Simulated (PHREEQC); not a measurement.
Solution A (0.04 mol HCl, 0.0013 mol CaCl2 and 0.0028 mol KCl per kg of water) is mixed with solution B (3.2 mmol/kgw CuSO4, 0.079 mmol/kgw HBF4 and 4.1 mmol/kgw NaCl) at 25 °C; shares are by mass of water, 1 kg in all. O2 is buffered at 0.21 atm. The system is closed to CO2. Only these solids could form: Gypsum, Fluorite, Portlandite, Cu(OH)2, Brochantite, Antlerite, Atacamite, Halite, Mirabilite, Chalcanthite, CuF2:2H2O.

The series has 11 steps of share of solution B, from 0 to 1.

All values are PHREEQC results (ion-association model, wateq4f.dat), not measurements.

Problem. Between which two steps does the pH jump most, and from what to what?

Solution. Between share of solution B = 0.9 and 1: from 2.49 to 3.71.

Real BF4- forms and hydrolyses slowly; the run takes it at equilibrium.
